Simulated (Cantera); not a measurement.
Cantera run, input and output.

```python
import numpy as np
import cantera as ct

gas = ct.Solution("gri30.yaml")


def delay(T, t_max=10):
    gas.TPX = T, 101325, {'CH4': 1, 'CO': 0.17, 'O2': 1.74, 'N2': 6.53}
    reactor = ct.IdealGasConstPressureReactor(gas, clone=False)
    net = ct.ReactorNet([reactor])
    net.rtol, net.atol = 1e-8, 1e-16
    while net.time < t_max:
        t_old, T_old = net.time, reactor.T
        net.step()
        if reactor.T > T + 400:  # ignition: a rise of 400 K
            return t_old + (T + 400 - T_old) / (reactor.T - T_old) * (net.time - t_old)
    return np.nan


taus = []
for T in [1000, 1075, 1150, 1225, 1300, 1375, 1450, 1525, 1600]:
    taus.append(delay(T))
    print(f"T0 = {T:6g} K   tau = {taus[-1]:.4e} s")
```

Result:

```
T0 =   1000 K   tau = 1.6331e+00 s
T0 =   1075 K   tau = 4.2280e-01 s
T0 =   1150 K   tau = 1.2297e-01 s
T0 =   1225 K   tau = 3.9585e-02 s
T0 =   1300 K   tau = 1.3917e-02 s
T0 =   1375 K   tau = 5.3045e-03 s
T0 =   1450 K   tau = 2.1951e-03 s
T0 =   1525 K   tau = 9.9302e-04 s
T0 =   1600 K   tau = 4.9278e-04 s
```

Cantera simulation using GRI-Mech 3.0 (53 species, 325 reactions); the numbers are that mechanism's predictions, not measurements.
